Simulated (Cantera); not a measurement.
# Premixed flame

A freely propagating, adiabatic, planar premixed flame of CH4 : C2H6 : C3H8 : O2 : N2 : H2O = 1 : 1.1 : 0.41 : 10.3 : 32.8 : 1.7 (molar parts), unburnt at 600 K and 100.0 Torr; mixture-averaged transport, grid criteria slope 0.08 and curve 0.16, no radiation.

Model: GRI-Mech 3.0 (53 species, 325 reactions), integrated in Cantera. GRI-Mech 3.0 was tuned for natural gas; its chemistry of propane as a main component is partial and can be far from experiment. Burning velocities carry a grid error of a few per cent, more on coarse grids.

```json
[
 {"z (mm)": "-5.47", "T (K)": "600", "u (m/s)": "1.80", "x CH4": "0.0211", "x C2H6": "0.0232", "x C3H8": "0.00866", "x CH2O": "1.05e-7", "x HCO": "<1e-8", "x CH2": "<1e-8"},
 {"z (mm)": "-3.64", "T (K)": "601", "u (m/s)": "1.81", "x CH4": "0.0211", "x C2H6": "0.0232", "x C3H8": "0.00865", "x CH2O": "1.71e-6", "x HCO": "<1e-8", "x CH2": "<1e-8"},
 {"z (mm)": "-2.73", "T (K)": "604", "u (m/s)": "1.82", "x CH4": "0.0210", "x C2H6": "0.0231", "x C3H8": "0.00863", "x CH2O": "9.98e-6", "x HCO": "<1e-8", "x CH2": "<1e-8"},
 {"z (mm)": "-1.82", "T (K)": "631", "u (m/s)": "1.91", "x CH4": "0.0205", "x C2H6": "0.0228", "x C3H8": "0.00855", "x CH2O": "9.52e-5", "x HCO": "<1e-8", "x CH2": "<1e-8"},
 {"z (mm)": "-0.911", "T (K)": "893", "u (m/s)": "2.75", "x CH4": "0.0172", "x C2H6": "0.0184", "x C3H8": "0.00686", "x CH2O": "0.000872", "x HCO": "7.20e-7", "x CH2": "4.91e-7"},
 {"z (mm)": "-0.456", "T (K)": "1245", "u (m/s)": "3.92", "x CH4": "0.0118", "x C2H6": "0.00910", "x C3H8": "0.00297", "x CH2O": "0.00154", "x HCO": "2.11e-5", "x CH2": "1.38e-5"},
 {"z (mm)": "0", "T (K)": "1607", "u (m/s)": "5.14", "x CH4": "0.00437", "x C2H6": "0.000906", "x C3H8": "0.000178", "x CH2O": "0.00105", "x HCO": "0.000100", "x CH2": "5.55e-5"},
 {"z (mm)": "0.456", "T (K)": "1759", "u (m/s)": "5.66", "x CH4": "0.000652", "x C2H6": "9.21e-6", "x C3H8": "6.21e-7", "x CH2O": "0.000180", "x HCO": "3.62e-5", "x CH2": "1.69e-5"},
 {"z (mm)": "0.911", "T (K)": "1793", "u (m/s)": "5.76", "x CH4": "5.39e-5", "x C2H6": "2.36e-8", "x C3H8": "<1e-8", "x CH2O": "1.35e-5", "x HCO": "3.30e-6", "x CH2": "1.38e-6"},
 {"z (mm)": "1.82", "T (K)": "1819", "u (m/s)": "5.81", "x CH4": "3.08e-7", "x C2H6": "<1e-8", "x C3H8": "<1e-8", "x CH2O": "7.02e-8", "x HCO": "3.10e-8", "x CH2": "<1e-8"},
 {"z (mm)": "3.64", "T (K)": "1853", "u (m/s)": "5.89", "x CH4": "<1e-8", "x C2H6": "<1e-8", "x C3H8": "<1e-8", "x CH2O": "<1e-8", "x HCO": "<1e-8", "x CH2": "<1e-8"},
 {"z (mm)": "7.29", "T (K)": "1896", "u (m/s)": "6.01", "x CH4": "<1e-8", "x C2H6": "<1e-8", "x C3H8": "<1e-8", "x CH2O": "<1e-8", "x HCO": "<1e-8", "x CH2": "<1e-8"},
 {"z (mm)": "14.6", "T (K)": "1957", "u (m/s)": "6.17", "x CH4": "<1e-8", "x C2H6": "<1e-8", "x C3H8": "<1e-8", "x CH2O": "<1e-8", "x HCO": "<1e-8", "x CH2": "<1e-8"}
]
```
x: mole fraction of selected species; z is measured from the peak of heat release.

The laminar burning velocity comes out as 180 cm/s, the thermal thickness comes out as 1.82 mm and the peak x(CH2O) is 0.00158. The peak x(HCO) is 0.000101 and the peak x(CH2) is 5.55e-5. The grid points is 152.
